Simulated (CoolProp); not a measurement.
Vapour pressure (MPa) of ammonia: the reference equation beside estimates from Tc = 132.4 °C, pc = 11.36 MPa, ω = 0.256. Clausius-Clapeyron is anchored at -45.85 °C with a constant enthalpy of vaporisation of 23.94 kJ/mol.

Model: reference Helmholtz-energy equation of state, Gao 2020, in CoolProp.

| T (°C) | reference | Lee-Kesler | Clausius-Clapeyron | van der Waals | Soave-Redlich-Kwong | Peng-Robinson |
|---|---|---|---|---|---|---|
| -54.15 | 0.03172 | 0.02910 | 0.03210 | 0.5224 | 0.02967 | 0.03118 |
| -51.35 | 0.03762 | 0.03472 | 0.03789 | 0.5658 | 0.03535 | 0.03702 |
| -48.65 | 0.04415 | 0.04097 | 0.04429 | 0.6100 | 0.04167 | 0.04348 |
| -45.85 | 0.05187 | 0.04841 | 0.05187 | 0.6583 | 0.04917 | 0.05112 |
| -43.15 | 0.06035 | ? | 0.06019 | 0.7074 | 0.05742 | ? |
| -40.35 | 0.07030 | 0.06629 | ? | 0.7609 | 0.06715 | 0.06938 |
| -37.65 | 0.08113 | 0.07686 | 0.08063 | 0.8150 | 0.07777 | 0.08012 |
| -34.85 | 0.09376 | 0.08925 | 0.09309 | 0.8740 | 0.09019 | 0.09265 |
| -32.15 | 0.1074 | 0.1027 | 0.1066 | 0.9335 | 0.1036 | 0.1062 |
| -29.35 | 0.1232 | 0.1183 | 0.1223 | 0.9980 | 0.1193 | 0.1219 |
| -26.65 | 0.1402 | 0.1351 | 0.1392 | 1.063 | 0.1361 | 0.1387 |
| -23.85 | 0.1597 | 0.1545 | 0.1587 | 1.134 | 0.1555 | 0.1582 |

Question: Complete the blanks.

Answer: 
- -43.15, Lee-Kesler: 0.05661
- -43.15, Peng-Robinson: 0.05952
- -40.35, Clausius-Clapeyron: 0.06997

Absolute difference from the reference over all 12 rows, mean and median: Lee-Kesler 5.6 and 5.5 %, Clausius-Clapeyron 0.6 and 0.7 %, van der Waals 995.0 and 943.5 %, Soave-Redlich-Kwong 4.4 and 4.3 %, Peng-Robinson 1.3 and 1.3 %.
